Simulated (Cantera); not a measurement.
**Gas-phase reforming**

An isothermal, constant-pressure homogeneous reactor starts with CH₄ : CO₂ : H₂ = 1 : 0.38 : 0.25 (molar parts), at 1598 K and 760000 Pa.

Model: GRI-Mech 3.0 (53 species, 325 reactions), integrated in Cantera. GRI-Mech 3.0 stops at C3 and has no aromatics, soot or wall deposition, so with more carbon than oxygen in the feed, carbon stays in small species such as C2H2 where larger ones or solid carbon would form.

```
t (s)     x CH₄     x CO₂   x H₂      x H    x C₂H₂
--------  -----  --------  -----  -------  --------
6.00e-6   0.613     0.233  0.153  1.38e-6  2.24e-10
1.97e-5   0.613     0.233  0.154  2.40e-6   2.42e-8
6.45e-5   0.612     0.233  0.154  2.80e-6   8.94e-7
0.000212  0.609     0.233  0.156  3.47e-6   2.66e-5
0.000694  0.596     0.230  0.163  4.13e-6  0.000657
0.00228   0.555     0.221  0.191  4.82e-6   0.00765
0.00747   0.451     0.191  0.261  6.47e-6    0.0361
0.0245    0.291     0.120  0.344  9.20e-6    0.0782
0.0803    0.183    0.0339  0.366  1.15e-5     0.102
0.263     0.173    0.0192  0.384  1.21e-5    0.0919
0.864     0.172    0.0138  0.422  1.26e-5    0.0683
2.83      0.164   0.00614  0.471  1.33e-5    0.0449
9.30      0.154  0.000973  0.503  1.38e-5    0.0326
30.5      0.152   9.80e-6  0.510  1.39e-5    0.0306
100       0.152   3.99e-6  0.510  1.39e-5    0.0306
```
x: mole fraction; the columns are a selection and need not sum to one.

Equilibrium at this temperature and pressure: CH₄ 0.152, CO₂ 4.07e-6, H₂ 0.510, H 1.39e-5, C₂H₂ 0.0306 (gas phase only).
